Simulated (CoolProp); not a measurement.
A Linde-Hampson liquefier for ethane: isothermal reversible compression at 320 K from 1 atm to 40 MPa, throttling to 1 atm, return gas leaving the recuperator 0 K below the feed. Each further row changes one setting.

Values from CoolProp's reference Helmholtz-energy equation of state, Bücker 2006.

```json
[
 {"case": "as stated", "liquid yield per pass": "[?]", "compression work (kJ/kg of gas)": "414"},
 {"case": "high pressure 80 MPa", "liquid yield per pass": "[?]", "compression work (kJ/kg of gas)": "[?]"},
 {"case": "warm-end temperature 350 K", "liquid yield per pass": "[?]", "compression work (kJ/kg of gas)": "[?]"},
 {"case": "warm-end gap 5 K", "liquid yield per pass": "[?]", "compression work (kJ/kg of gas)": "414"}
]
```

Q: Fill in the missing entries.

A: 
- as stated, liquid yield per pass: 0.461
- high pressure 80 MPa, liquid yield per pass: 0.410
- high pressure 80 MPa, compression work (kJ/kg of gas): 499
- warm-end temperature 350 K, liquid yield per pass: 0.392
- warm-end temperature 350 K, compression work (kJ/kg of gas): 482
- warm-end gap 5 K, liquid yield per pass: 0.454
